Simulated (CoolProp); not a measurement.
The fluid at 499.98 K and 7.68 MPa flows at 0.59 m/s in a round tube of 20 mm bore and 15 µm roughness, fully developed (64/Re and Nu = 3.66 if laminar; Colebrook and Gnielinski if turbulent). The same conditions are run with several fluids, on thermodynamics alone (safety and materials aside).

Values from CoolProp's reference Helmholtz-energy equation of state of each fluid (sulfur hexafluoride: Guder 2009; carbon dioxide: Span 1996; R507A: Lemmon 2003; R404A: Lemmon 2003; R152A: Outcalt 1996). Blends and air are pseudo-pure fits.

```json
[
 {"fluid": "sulfur hexafluoride", "Reynolds number": "121000", "Darcy friction factor": "0.0209", "pressure drop (Pa/m)": "54.4", "heat-transfer coefficient (W/(m² K))": "481", "mass flow (kg/h)": "200"},
 {"fluid": "carbon dioxide", "Reynolds number": "40100", "Darcy friction factor": "0.0241", "pressure drop (Pa/m)": "18.0", "heat-transfer coefficient (W/(m² K))": "186", "mass flow (kg/h)": "57.2"},
 {"fluid": "R507A", "Reynolds number": "98200", "Darcy friction factor": "0.0213", "pressure drop (Pa/m)": "40.2", "heat-transfer coefficient (W/(m² K))": "457", "mass flow (kg/h)": "145"},
 {"fluid": "R404A", "Reynolds number": "97100", "Darcy friction factor": "0.0214", "pressure drop (Pa/m)": "39.9", "heat-transfer coefficient (W/(m² K))": "459", "mass flow (kg/h)": "143"},
 {"fluid": "R152A", "Reynolds number": "88600", "Darcy friction factor": "0.0216", "pressure drop (Pa/m)": "30.3", "heat-transfer coefficient (W/(m² K))": "485", "mass flow (kg/h)": "107"}
]
```

Transport values come from each fluid's own correlations; those of R152A are estimates that may be off by 10 % or more.
